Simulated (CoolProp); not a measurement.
Properties of n-butane at several states.

Values from CoolProp's reference Helmholtz-energy equation of state, Bücker 2006.

| T (K) | p (MPa) | phase | cp (kJ/(kg K)) | speed of sound (m/s) |
|---|---|---|---|---|
| 486.4 | 5.82 | supercritical | … | … |
| 353.7 | 0.101 | gas | … | … |
| 327.6 | 9.26 | liquid | … | … |

Complete the blanks.


- 486.4, cp (kJ/(kg K)): 3.673
- 486.4, speed of sound (m/s): 186.8
- 353.7, cp (kJ/(kg K)): 1.960
- 353.7, speed of sound (m/s): 230.4
- 327.6, cp (kJ/(kg K)): 2.528
- 327.6, speed of sound (m/s): 857.6
